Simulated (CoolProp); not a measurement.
The numbers come from the reference Helmholtz-energy equation of state, Lemmon 2006 in CoolProp. It is a short technical equation, of lower accuracy than the large ones.

Q: Give the vapour pressure (MPa), vapour density (kg/m³), liquid cp (kJ/(kg K)), vapour viscosity (µPa s) of saturated n-nonane at 196.65 °C.

A: 
| T (°C) | p (MPa) | vapour density (kg/m³) | liquid cp (kJ/(kg K)) | vapour viscosity (µPa s) |
|---|---|---|---|---|
| 196.65 | 0.297 | 11.1 | 2.95 | 8.35 |

Viscosity comes from a separate model (Huber 2004).
